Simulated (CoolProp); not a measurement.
The fluoroketone C6F12O (FK-5-1-12) along the isobar 27 bar: Z from the reference equation and from simpler models built on Tc = 441.8 K, pc = 18.69 bar, ω = 0.471; each cubic takes its own stable root.

Computed with CoolProp (reference Helmholtz-energy equation of state, McLinden 2015).

```json
[
 {"T (K)": "223.4", "phase": "liquid", "reference": "0.2527"},
 {"T (K)": "247.1", "phase": "liquid", "reference": "0.2366"},
 {"T (K)": "270.8", "phase": "liquid", "reference": "0.2241"},
 {"T (K)": "294.4", "phase": "liquid", "reference": "0.2145"},
 {"T (K)": "318.1", "phase": "liquid", "reference": "0.2074"},
 {"T (K)": "341.8", "phase": "liquid", "reference": "0.2027"},
 {"T (K)": "365.5", "phase": "liquid", "reference": "0.2006"},
 {"T (K)": "389.2", "phase": "liquid", "reference": "0.2017"},
 {"T (K)": "412.9", "phase": "liquid", "reference": "0.2079"},
 {"T (K)": "436.6", "phase": "liquid", "reference": "0.2259"},
 {"T (K)": "460.3", "phase": "supercritical", "reference": "0.3142"}
]
```

Q: How far does each simpler model (Soave-Redlich-Kwong, Peng-Robinson) lie from the reference over these 11 states: mean and median of the absolute difference, and the worst?

A: 
- Soave-Redlich-Kwong: mean 12.0 %, median 10.0 %, worst +20.8 % at 460.3 K and 27 bar
- Peng-Robinson: mean 3.8 %, median 2.9 %, worst +12.2 % at 460.3 K and 27 bar
